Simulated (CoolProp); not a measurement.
Methanol at several states: Z from the reference equation and from simpler models built on Tc = 513.4 K, pc = 82.16 bar, ω = 0.565; each cubic takes its own stable root.

Values from CoolProp's reference Helmholtz-energy equation of state, de Reuck 1993.

```tsv
T (K)	p (bar)	phase	reference
605.4	0.753	gas	0.9984
588.7	0.525	gas	0.9988
234.6	183	liquid	0.3502
305.3	165	liquid	0.2620
549.6	3.71	gas	0.9892
541.8	290	supercritical	0.3945
```

**Question.** How far does each simpler model (van der Waals, Redlich-Kwong, Peng-Robinson) lie from the reference over these 6 states: mean and median of the absolute difference, and the worst?

**Answer.** 
- van der Waals: mean 45.5 %, median 34.8 %, worst +102.7 % at 234.6 K and 183 bar
- Redlich-Kwong: mean 19.3 %, median 19.1 %, worst +38.9 % at 541.8 K and 290 bar
- Peng-Robinson: mean 11.0 %, median 8.4 %, worst +30.8 % at 541.8 K and 290 bar
